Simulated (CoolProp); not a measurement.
Vapour-liquid equilibrium of R1234ze(E) (1) + n-pentane (2) at 239.5 K; x and y are mole fractions of (1).

Model: multi-fluid Helmholtz-energy mixture model, Thol 2016 and Thol 2019; pair parameters Bell 2016, in CoolProp.

Q: Give the bubble pressure and the first vapour's composition at x = 0.15, 0.75, 0.85. Is there an azeotrope?

A: x = 0.15: 0.2549 bar, y = 0.858; x = 0.75: 0.4586 bar, y = 0.945; x = 0.85: 0.4751 bar, y = 0.956. No azeotrope shows between x = 0.05 and 0.95.

The pair parameters rest on a limited set of measurements; away from them the model extrapolates. With so large a gap from Raoult's law the liquid may split in two, which this calculation doesn't test in full.
